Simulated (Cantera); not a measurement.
An adiabatic, constant-volume homogeneous reactor starts with C3H8 : O2 : N2 : CO2 = 1 : 2.63 : 9.89 : 0.67 (molar parts), at 1450 K and 750 Torr.

Model: GRI-Mech 3.0 (53 species, 325 reactions), integrated in Cantera. GRI-Mech 3.0 was tuned for natural gas; its chemistry of propane as a main component is partial and can be far from experiment.

Question: Predict: time of steepest temperature rise; temperature at 5.00 s; equilibrium temperature; x(O2) at 5.00 s; x(CO2) at 5.00 s; x(HO2) at 5.00 s; x(HCO) at 5.00 s; x(O) at 5.00 s.

Answer: 
```
Item                                                                   Value
---------------------------------  -----------------------------------------
time of steepest temperature rise                                   0.137 ms
temperature at 5.00 s                                                 2783 K
equilibrium temperature                                               2783 K
x(O2) at 5.00 s                    0.000317 (gas-phase equilibrium 0.000317)
x(CO2) at 5.00 s                       0.0336 (gas-phase equilibrium 0.0336)
x(HO2) at 5.00 s                     2.93e-7 (gas-phase equilibrium 2.93e-7)
x(HCO) at 5.00 s                     6.12e-7 (gas-phase equilibrium 6.12e-7)
x(O) at 5.00 s                     0.000586 (gas-phase equilibrium 0.000586)
```
